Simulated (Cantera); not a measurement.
A closed system holds: 1 mol CH4, 0.074 mol CO2, held at 1402 °C and 0.100 bar.

Cantera equilibrium calculation (NASA polynomials, part measured and part estimated; ideal gas, pure solids and liquids). Candidate condensed phases: C, C6H6, C7H8, C8H18, H2O; 110 gas species. Rates play no part.

Base state: H2 0.931, CO 0.0689, H 0.000354, CH4 0.000104, C2H2 (acetylene) 5.40e-5 (mole fractions); condensed: C(graphite).

Q: What changes in the equilibrium state with this change: temperature from 1402 °C to 400 °C?

A: 
| species | before | after |
|---|---|---|
| H2 | 0.931 | 0.508 |
| CH4 | 0.000104 | 0.393 |
| H2O | 3.56e-6 | 0.0934 |
| CO | 0.0689 | 0.00169 |
| H | 0.000354 | <1e-9 |
| C2H2 (acetylene) | 5.40e-5 | <1e-9 |
| CO2 | 7.96e-8 | 0.00381 |
| C(graphite), mol | 0.926 | 0.499 |
